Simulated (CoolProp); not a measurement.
Computed with CoolProp (reference Helmholtz-energy equation of state, Lemmon 2006). It is a short technical equation, of lower accuracy than the large ones.

Question: For C2F6 (R116), give the phase and the density (kg/m³), cv (kJ/(kg K)), isothermal compressibility (1/MPa), expansivity (1/kK) at 268.8 K and 0.788 MPa; 281.9 K and 0.788 MPa; 308.1 K and 0.788 MPa.

Answer: 
- 268.8 K and 0.788 MPa: gas; density 55.9, cv 0.685, isothermal compressibility 1.48, expansivity 5.88
- 281.9 K and 0.788 MPa: gas; density 52.0, cv 0.702, isothermal compressibility 1.44, expansivity 5.18
- 308.1 K and 0.788 MPa: gas; density 46.0, cv 0.737, isothermal compressibility 1.38, expansivity 4.26
